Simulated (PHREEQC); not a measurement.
1 kg of water holding 0.072 mol/kgw Na2CO3, 0.083 mol/kgw NaHCO3, 0.011 mol/kgw Na2SO4 and 0.16 mol/kgw NaCl is evaporated at 25 °C; the solids stay in contact with the brine. CO2 is held at log p = -3.4 (atm). Solids allowed: Burkeite, Halite, Mirabilite, Nahcolite, Natron, Thenardite, Trona. Others were left out.

The series has 25 steps of water left (kg), from 1 to 0.006488.

Equilibrium calculation in PHREEQC: Pitzer model, pitzer.dat.

### Question
Which solids form, in which order, and at which step of the series does each first stand?

### Answer
Trona from water left = 0.06444 kg (pH 9.98); Halite from water left = 0.02714 kg (pH 9.71); Thenardite from water left = 0.01386 kg (pH 9.70).

Complexes and solids missing from the database can't appear.
